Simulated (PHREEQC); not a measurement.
Consider water at 10 °C with 0.03 mol/kgw NaBr, 0.003 mol/kgw Na2HPO4 and 0.0037 mol/kgw Na2B4O7. Closed to the air; pH follows from the charge balance.

The numbers come from PHREEQC with the ion-association model, wateq4f.dat.

The ionic strength comes out as 0.0462 mol/kgw. What activity coefficients do HPO4-2, OH-, Br-, NaHPO4-, H2BO3- get?

HPO4-2 0.48, OH- 0.82, Br- 0.83, NaHPO4- 0.84, H2BO3- 0.81.

Precipitation was switched off in this run. H3PO4, which wateq4f.dat lacks, is added to it with the constant of phreeqc.dat. Away from 25 °C the constants follow the database's enthalpies or fits; those with neither stay at their 25 °C values.
